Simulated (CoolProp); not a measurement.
Vapour-liquid equilibrium of fluoroethane (R161) (1) + R134a (2) at 4.7 kPa; x and y are mole fractions of (1).

Values from CoolProp's multi-fluid Helmholtz-energy mixture model, Wu 2012 and Tillner-Roth 1994; pair parameters Bell 2016.

```tsv
x	bubble temperature (°C)	y at the bubble point	dew temperature at overall composition x (°C)	liquid density (mol/L)
0.05	-77.6	0.096	-77.3	15.06
0.125	-78.5	0.228	-77.8	15.29
0.2	-79.4	0.347	-78.3	[?]
0.275	-80.3	0.453	-78.9	15.77
0.35	-81.2	0.548	-79.4	16.01
0.425	[?]	0.632	-80.1	16.27
0.5	[?]	0.706	-80.8	16.53
0.575	-83.8	0.771	-81.5	16.79
0.65	-84.7	0.827	-82.3	17.06
0.725	-85.4	0.876	-83.2	17.34
0.8	-86.2	0.918	-84.2	17.63
0.875	-86.9	0.953	-85.4	17.92
0.95	-87.6	0.983	-86.9	18.22
```

Question: Fill in the missing entries.

Answer: 
- 0.2, liquid density (mol/L): 15.52
- 0.425, bubble temperature (°C): -82.1
- 0.5, bubble temperature (°C): -83.0

No azeotrope shows between x = 0.05 and 0.95.

The pair parameters rest on a limited set of measurements; away from them the model extrapolates.
